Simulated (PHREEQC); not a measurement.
Spent oxide etchant (model solution)

A solution holds 0.014 mol/kgw NH4HF2, 0.0014 mol/kgw (NH4)2SiF6 and 0.00039 mol/kgw H3PO4, at 25 °C. Closed to the air; pH follows from the charge balance.

Computed with PHREEQC (ion-association model, wateq4f.dat).

Each row changes one thing in this solution. Precipitation was switched off in this run.

```
case                                                 pH  ionic strength (mol/kgw)  F- (mol/kgw)  HF (mol/kgw)  HF2- (mol/kgw)  H2F2 (mol/kgw)  SI of Quartz (SiO2)
-------------------------------------------------  ----  ------------------------  ------------  ------------  --------------  --------------  -------------------
as made                                            3.17                    0.0190        0.0138        0.0122        0.000646        0.000388                -5.08
0.018 mol/kgw KOH added                            5.37                    0.0353        0.0335      0.000177             [?]         8.25e-8                +0.96
H3PO4 replaced by (NH4)2HPO4 at the same molality  3.21                    0.0197        0.0145        0.0115        0.000644        0.000349                -5.04
H3PO4 left out                                     3.19                    0.0189        0.0141        0.0119             [?]        0.000370                -5.06
diluted 2-fold with water                          3.21                   0.00978           [?]       0.00613        0.000173         9.82e-5                -3.62
NH4HF2 from 0.014 to 0.007 mol/kgw                 3.19                    0.0119       0.00719       0.00626        0.000173        0.000102                -3.34
```

**Question.** Some entries are withheld; supply them.

**Answer.** 
- 0.018 mol/kgw KOH added, HF2- (mol/kgw): 2.29e-5
- H3PO4 left out, HF2- (mol/kgw): 0.000645
- diluted 2-fold with water, F- (mol/kgw): 0.00733

Species that the database lacks are ignored. Some of these states are supersaturated (in Quartz (slow to form), Chalcedony (slow to form), for instance). H3PO4, which wateq4f.dat lacks, is added to it with the constant of phreeqc.dat. SiF6-2 is the database's only silicon fluoride.
